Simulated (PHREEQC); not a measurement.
A made-up water analysis in mmol/kgw, 20 °C, pH 7.94, pe -1.1: Na 393; K 0.229; Ca 3.52; Mg 71; Cl 472; S(6) 27.4; Alkalinity (meq/kgw) 0.0971; Fe(2) 4.58; B 0.092.

Cl is adjusted to close the charge balance.
Valence states are taken as typed.

Equilibrium calculation in PHREEQC: ion-association model, phreeqc.dat.

```json
[
 {"quantity": "ionic strength (mol/kgw)", "before": "0.611", "after": "0.586"},
 {"quantity": "Mg+2 (mol/kgw)", "before": "0.0626", "after": "0.0494"},
 {"quantity": "SO4-2 (mol/kgw)", "before": "0.0133", "after": "0.0428"},
 {"quantity": "MgSO4 (mol/kgw)", "before": "0.00836", "after": "0.0216"},
 {"quantity": "NaSO4- (mol/kgw)", "before": "0.00507", "after": "0.0160"},
 {"quantity": "Fe+2 (mol/kgw)", "before": "0.00371", "after": "0.00326"},
 {"quantity": "SI of Siderite (FeCO3)", "before": "+0.77", "after": "+0.77"},
 {"quantity": "SI of Gypsum (CaSO4:2H2O)", "before": "-1.11", "after": "-0.68"}
]
```

Task: What was changed between the two runs?
(A) pH from 7.94 to 7.64 at the same alkalinity
(B) Alkalinity from 0.0971 to 0.194 mmol/kgw
(C) S(6) from 27.4 to 82.2 mmol/kgw
(D) temperature from 20 to 25 °C at the same typed pH

Result: C, S(6) from 27.4 to 82.2 mmol/kgw

Precipitation was switched off in this run. Some of these states are supersaturated (in Siderite, for instance).
